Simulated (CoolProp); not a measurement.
Model: reference Helmholtz-energy equation of state, Beckmüller 2019, in CoolProp.

Give the vapour pressure (kPa), liquid cp (kJ/(kg K)), vapour Z, surface tension (mN/m) of saturated n-octane at 416.5 K.


```
T (K)  p (kPa)  liquid cp (kJ/(kg K))  vapour Z  surface tension (mN/m)
-----  -------  ---------------------  --------  ----------------------
416.5      162                   2.73     0.922                    10.5
```

Surface tension comes from a separate correlation (Mulero 2012).
